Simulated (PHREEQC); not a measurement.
A solution holds 0.003 mol/kgw KOH, 0.00025 mol/kgw NaAlO2 and 0.00014 mol/kgw Na2CO3, at 25 °C. Closed to the air; pH follows from the charge balance.

Equilibrium calculation in PHREEQC: ion-association model, phreeqc.dat.

```csv
quantity,before,after
pH,11.44,11.45
ionic strength (mol/kgw),0.00366,0.00333
NaCO3- (mol/kgw),9.97e-7,1.17e-7
NaHCO3 (mol/kgw),2.16e-9,2.54e-10
SI of Gibbsite (Al(OH)3),-0.52,-0.52
```

Which change was made?
A. Na2CO3 from 0.00014 to 7e-05 mol/kgw
B. temperature from 25 to 50 °C
C. Na2CO3 from 0.00014 to 2.8e-05 mol/kgw
D. NaAlO2 from 0.00025 to 0.000125 mol/kgw
E. 0.00011 mol/kgw HBr added

C, Na2CO3 from 0.00014 to 2.8e-05 mol/kgw

No solid was allowed to form.
